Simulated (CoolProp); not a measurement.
R134a at several states: density (kg/m³) from the reference equation and from simpler models built on Tc = 374.2 K, pc = 4059 kPa, ω = 0.327; each cubic takes its own stable root.

Values from CoolProp's reference Helmholtz-energy equation of state, Tillner-Roth 1994.

| T (K) | p (kPa) | phase | reference |
|---|---|---|---|
| 305.3 | 4210 | liquid | 1201 |
| 178.2 | 6060 | liquid | 1577 |
| 396.5 | 1340 | gas | 46.11 |
| 395.2 | 5450 | supercritical | 410.4 |
| 312.7 | 7800 | liquid | 1195 |

### Question
How far does each simpler model (van der Waals, Redlich-Kwong, Peng-Robinson) lie from the reference over these 5 states: mean and median of the absolute difference, and the worst?

### Answer
- van der Waals: mean 26.3 %, median 38.8 %, worst -42.9 % at 178.2 K and 6060 kPa
- Redlich-Kwong: mean 10.9 %, median 16.0 %, worst -18.0 % at 305.3 K and 4210 kPa
- Peng-Robinson: mean 2.6 %, median 2.2 %, worst -4.8 % at 395.2 K and 5450 kPa
